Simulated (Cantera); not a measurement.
An isothermal, constant-pressure homogeneous reactor starts with 2.65 % H2, 77.9 % O2, 19.5 % N2, equivalence ratio 0.017, at 1175 K and 0.00276 atm.

Computed with Cantera and the H2/O2 subset of GRI-Mech 3.0, which has no nitrogen chemistry. Radical loss at walls, strong at low pressure, is not modelled.

x: mole fraction; the columns are a selection and need not sum to one.

| t (s) | x H2 | x O2 | x HO2 | x H | x H2O2 | x O | x H2O |
|---|---|---|---|---|---|---|---|
| 2.00e-6 | 0.0265 | 0.779 | 4.91e-12 | 4.89e-12 | <1e-12 | <1e-12 | <1e-12 |
| 1.18e-5 | 0.0265 | 0.779 | 2.89e-11 | 2.83e-11 | <1e-12 | <1e-12 | <1e-12 |
| 6.93e-5 | 0.0265 | 0.779 | 1.70e-10 | 1.52e-10 | <1e-12 | 1.89e-11 | <1e-12 |
| 0.000408 | 0.0265 | 0.779 | 1.00e-9 | 6.29e-10 | <1e-12 | 4.79e-10 | 1.06e-10 |
| 0.00240 | 0.0265 | 0.779 | (withheld) | (withheld) | 2.53e-12 | (withheld) | (withheld) |
| 0.0141 | 0.0262 | 0.779 | 1.57e-7 | 5.66e-5 | 1.85e-10 | 0.000166 | 0.000223 |
| 0.0833 | 0.000311 | 0.757 | 4.49e-7 | 0.00324 | 9.66e-9 | 0.0191 | 0.0237 |
| 0.490 | 0.000243 | 0.762 | 4.17e-7 | 0.00217 | 9.90e-9 | 0.0146 | 0.0245 |
| 2.89 | 7.62e-5 | 0.771 | 2.70e-7 | 0.000361 | 9.35e-9 | 0.00435 | 0.0261 |
| 17.0 | 5.08e-6 | 0.775 | 5.90e-8 | 6.11e-6 | 4.20e-9 | 0.000286 | 0.0267 |
| 100 | 2.53e-7 | 0.776 | 5.90e-9 | 6.80e-8 | 7.08e-10 | 1.42e-5 | 0.0268 |

Question: Some entries are withheld; supply them.

Answer: 
- 0.00240, x HO2: 5.90e-9
- 0.00240, x H: 4.93e-9
- 0.00240, x O: 1.25e-8
- 0.00240, x H2O: 1.16e-8
